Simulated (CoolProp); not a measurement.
Model: reference Helmholtz-energy equation of state, Thol 2015, in CoolProp.

Q: For octamethylcyclotetrasiloxane (D4), give the phase and the density (kg/m³), cp (kJ/(kg K)), isothermal compressibility (1/MPa), expansivity (1/kK) at 41.15 °C and 2.61 MPa; 248.35 °C and 0.652 MPa.

A: 
- 41.15 °C and 2.61 MPa: liquid; density 936, cp 1.70, isothermal compressibility 0.00166, expansivity 1.20
- 248.35 °C and 0.652 MPa: liquid; density 649, cp 2.21, isothermal compressibility 0.0249, expansivity 3.20
